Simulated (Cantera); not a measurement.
Input: 1 mol SiH₄, 2.7 mol H₂O, 7.2 mol H₂, held at 0.428 Torr.

Method: chemical equilibrium by Gibbs-energy minimisation in Cantera with the NASA 1993 tables (ideal gas, pure condensed phases). Candidate condensed phases: H₂O, Si, SiO₂; 18 gas species. The tables hold silica as quartz up to 1696 K and as liquid above; real silica turns to tridymite and cristobalite and melts near 1996 K. Equilibrium is a limit: real reactors are often held back by kinetics, nucleation or transport.

Which condensed phases are stable at each of these points (T (K)): 625, 675, 725, 775, 825, 875, 925, 975, 1025, 1075, 1125, 1175?


```json
[
 {"T (K)": "625", "condensed phases": "SiO₂(α-quartz)", "Si condensed (%)": "100.0"},
 {"T (K)": "675", "condensed phases": "SiO₂(α-quartz)", "Si condensed (%)": "100.0"},
 {"T (K)": "725", "condensed phases": "SiO₂(α-quartz)", "Si condensed (%)": "100.0"},
 {"T (K)": "775", "condensed phases": "SiO₂(α-quartz)", "Si condensed (%)": "100.0"},
 {"T (K)": "825", "condensed phases": "SiO₂(α-quartz)", "Si condensed (%)": "100.0"},
 {"T (K)": "875", "condensed phases": "SiO₂(β-quartz)", "Si condensed (%)": "100.0"},
 {"T (K)": "925", "condensed phases": "SiO₂(β-quartz)", "Si condensed (%)": "100.0"},
 {"T (K)": "975", "condensed phases": "SiO₂(β-quartz)", "Si condensed (%)": "100.0"},
 {"T (K)": "1025", "condensed phases": "SiO₂(β-quartz)", "Si condensed (%)": "100.0"},
 {"T (K)": "1075", "condensed phases": "SiO₂(β-quartz)", "Si condensed (%)": "100.0"},
 {"T (K)": "1125", "condensed phases": "SiO₂(β-quartz)", "Si condensed (%)": "100.0"},
 {"T (K)": "1175", "condensed phases": "SiO₂(β-quartz)", "Si condensed (%)": "100.0"}
]
```

From 625 K to 825 K the condensed part is SiO₂(α-quartz). From 875 K to 1175 K the condensed part is SiO₂(β-quartz).
